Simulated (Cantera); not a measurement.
A perfectly stirred reactor is fed with H2 : O2 : N2 = 0.67 : 1 : 0.95 (molar parts), equivalence ratio 0.34, at 100.0 Torr; it is held at 1348 K, and followed from long to short residence time.

Detailed kinetics in Cantera: the H2/O2 subset of GRI-Mech 3.0, which has no nitrogen chemistry. The temperature is held fixed by assumption; the heat of reaction is taken as removed at once.

x: mole fraction; the columns are a selection and need not sum to one.

```csv
τ (s),x H2,x O2,x H2O,x H,x HO2,x O
7.9,4.43e-5,0.291,0.293,2.51e-6,1.17e-6,4.71e-5
2.0,0.000111,0.291,0.293,1.01e-5,2.70e-6,0.000120
0.51,0.000274,0.291,0.292,4.06e-5,5.87e-6,0.000305
0.13,0.000672,0.290,0.291,0.000161,1.16e-5,0.000770
0.033,0.00163,0.289,0.289,0.000637,2.01e-5,0.00193
0.0083,0.00389,0.288,0.283,0.00249,2.93e-5,0.00474
0.0021,(withheld),0.285,0.270,(withheld),3.60e-5,(withheld)
0.00054,(withheld),0.280,(withheld),(withheld),3.75e-5,(withheld)
0.00014,0.0352,0.277,0.194,0.0627,3.41e-5,0.0374
```

Problem. Complete the blanks.

Solution. 
- 0.0021, x H2: 0.00889
- 0.0021, x H: 0.00921
- 0.0021, x O: 0.0111
- 0.00054, x H2: 0.0187
- 0.00054, x H2O: 0.241
- 0.00054, x H: 0.0290
- 0.00054, x O: 0.0234
